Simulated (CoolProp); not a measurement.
Vapour-liquid equilibrium of dimethyl ether (1) + R227EA (2) at 0.37 MPa; x and y are mole fractions of (1).

Computed with CoolProp (multi-fluid Helmholtz-energy mixture model, Wu 2011 and Lemmon 2016; pair parameters Bell 2016).

Task: Give the bubble temperature and the first vapour's composition at x = 0.05, 0.45, 0.85. Is there an azeotrope?

Result: x = 0.05: 292.8 K, y = 0.023; x = 0.45: 296.2 K, y = 0.517; x = 0.85: 286.4 K, y = 0.933. y crosses x between x = 0.25 and 0.35: the model has an azeotrope there.

Pair parameters are fitted to limited data, so mixtures are less certain than the pure fluids.
